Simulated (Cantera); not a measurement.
Charge: 1 mol toluene, 0.24 mol NH3, 56 mol H2, held at 19000 Pa.

Equilibrium computed with Cantera from the NASA thermochemical tables; the gas is ideal and each condensed phase is pure. Candidate condensed phases: C, C6H6, C7H8, C8H18; 92 gas species. Kinetics and transport are ignored.

**Question.** At 1800 K, list the 5 most abundant gas species with their mole fractions, and the condensed phases.

**Answer.** H2 0.997, N2 0.00185, H 0.000820, HCN 0.000263, C2H2 (acetylene) 0.000175. Condensed: C(graphite).
